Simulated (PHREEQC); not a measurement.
1 kg of water holding 0.34 mol/kgw KOH meets 20 L of dry gas (H2 0.58, N2 0.42 by moles) at fixed total pressure, at 50 °C; fugacities by Peng-Robinson. The gases take part in no redox reaction, some water evaporates into the gas, and hydrates or a liquid gas phase aren't modelled. No solid was allowed to form.

Computed with PHREEQC (ion-association model, phreeqc.dat).

```csv
P (atm),dissolved H2 (mol/kgw),φ of H2,p of H2 (atm)
2,0.000736,1.001,1.09
5,0.00191,1.002,2.83
10,0.00384,1.003,5.73
20,0.00767,1.006,11.5
30,0.0114,1.010,17.3
40,0.0152,1.013,23.1
50,0.0188,1.016,28.9
75,0.0277,1.025,43.4
100,0.0364,1.034,57.9
150,0.0527,1.054,86.9
200,0.0679,1.075,116
300,0.0954,1.121,174
400,0.120,1.172,232
```

Species that the database lacks are ignored. At this temperature some constants are extrapolated from 25 °C, and those without enthalpy data are left unchanged.
